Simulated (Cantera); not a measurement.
An isothermal, constant-pressure homogeneous reactor starts with N2O : O2 = 1 : 1.2 (molar parts), at 1150 K and 1.01 bar.

Model: GRI-Mech 3.0 (53 species, 325 reactions), integrated in Cantera. GRI-Mech 3.0 was tuned for natural gas; its chemistry of N2O as a main component is partial and can be far from experiment. The mechanism lacks the step 2 NO + O2 → 2 NO2, which can matter for NO2 below about 1400 K. The temperature is held fixed by assumption; the heat of reaction is taken as removed at once.

One state of this run: x N2O = 0.00584; x O2 = 0.617; x NO = 0.0218; x N2 = 0.355; x O = 2.83e-8; x NO2 = 0.000419. x: mole fraction; the columns are a selection and need not sum to one.

Question: Which value of t (s) does it belong to?
A. 30.0
B. 0.00596
C. 0.000522
D. 0.00176

Answer: A, 30.0
